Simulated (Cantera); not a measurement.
## Equilibrium for nitride etching: Si3N4 + H2O + N2

Charge: 1 mol Si3N4, 2.9 mol H2O, 0.98 mol N2, held at 10.0 mbar.

Method: chemical equilibrium by Gibbs-energy minimisation in Cantera with the NASA 1993 tables (ideal gas, pure condensed phases). Candidate condensed phases: H2O, Si, SiO2, Si2N2O, Si3N4; 35 gas species. Mutual solubility and eutectic melting of coexisting phases are not modelled. The tables' values for SiN are old estimates; treat these amounts as uncertain. The tables hold silica as quartz up to 1696 K and as liquid above; real silica turns to tridymite and cristobalite and melts near 1996 K. Gases not in the tables: Si2H6 and higher silanes. The numbers say what is thermodynamically allowed, not how fast it happens.

| T (K) | x H2 | x N2 | x SiO | x H | x Si | n SiO2(β-quartz) | n Si2N2O(s) | n Si(l) |
|---|---|---|---|---|---|---|---|---|
| 875 | 0.598 | 0.402 | <1e-12 | 3.88e-10 | <1e-12 | 0.933 | 1.03 | 0 |
| 1075 | 0.598 | 0.402 | 1.53e-10 | 1.14e-7 | <1e-12 | 0.933 | 1.03 | 0 |
| 1275 | 0.598 | 0.402 | 1.13e-6 | 5.70e-6 | <1e-12 | 0.933 | 1.03 | 0 |
| 1475 | 0.598 | 0.401 | 0.000708 | 0.000100 | 2.71e-10 | 0.932 | 1.03 | 0 |
| 1675 | 0.523 | 0.383 | 0.0936 | 0.000840 | 4.81e-7 | 0.760 | 0.861 | 0 |
| 1875 | 0.327 | 0.338 | 0.329 | 0.00375 | 0.000906 | 0 | 0 | 0.0906 |
| 2075 | 0.317 | 0.333 | 0.324 | 0.0150 | 0.0101 | 0 | 0 | 0 |
x: gas mole fraction; n: condensed amount in mol.

From 875 K to 1675 K the condensed part is SiO2(β-quartz) + Si2N2O(s). At 1875 K the condensed part is Si(l). At 2075 K nothing is condensed.
